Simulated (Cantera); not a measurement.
Source: NASA polynomial tables (part measured, part estimated), evaluated in Cantera. Values are per mole of reaction as written; species without (g) are pure solids or liquids, kept so even where they would boil at 1 bar.

2 NH3(g) + 3 CaS = 3 Ca + 3 H2S(g) + N2(g), with ΔH° = 1450.0 kJ and ΔS° = 381.1 J/K at 300 K.

Task: How far is the shortcut ΔG° ≈ ΔH°(300 K) − T·ΔS°(300 K) from the full temperature-dependent value at 823, 1023, 1223, 1423, 1623, 1823, 2023 K?

Result: 
```json
[
 {"T (K)": "823", "shortcut (kJ)": "1136.3", "full (kJ)": "1138.0", "difference (kJ)": "-1.7", "difference in log10 K": "0.11", "condensed phases": "CaS(s), Ca(s)"},
 {"T (K)": "1023", "shortcut (kJ)": "1060.1", "full (kJ)": "1062.8", "difference (kJ)": "-2.6", "difference in log10 K": "0.14", "condensed phases": "CaS(s), Ca(s)"},
 {"T (K)": "1223", "shortcut (kJ)": "983.9", "full (kJ)": "985.2", "difference (kJ)": "-1.3", "difference in log10 K": "0.06", "condensed phases": "CaS(s), Ca(l)"},
 {"T (K)": "1423", "shortcut (kJ)": "907.6", "full (kJ)": "905.3", "difference (kJ)": "2.3", "difference in log10 K": "-0.09", "condensed phases": "CaS(s), Ca(l)"},
 {"T (K)": "1623", "shortcut (kJ)": "831.4", "full (kJ)": "825.3", "difference (kJ)": "6.1", "difference in log10 K": "-0.20", "condensed phases": "CaS(s), Ca(l)"},
 {"T (K)": "1823", "shortcut (kJ)": "755.2", "full (kJ)": "745.3", "difference (kJ)": "9.9", "difference in log10 K": "-0.28", "condensed phases": "CaS(s), Ca(l)"},
 {"T (K)": "2023", "shortcut (kJ)": "679.0", "full (kJ)": "665.3", "difference (kJ)": "13.6", "difference in log10 K": "-0.35", "condensed phases": "CaS(s), Ca(l)"}
]
```
The shortcut ignores heat capacities and the phase changes listed.
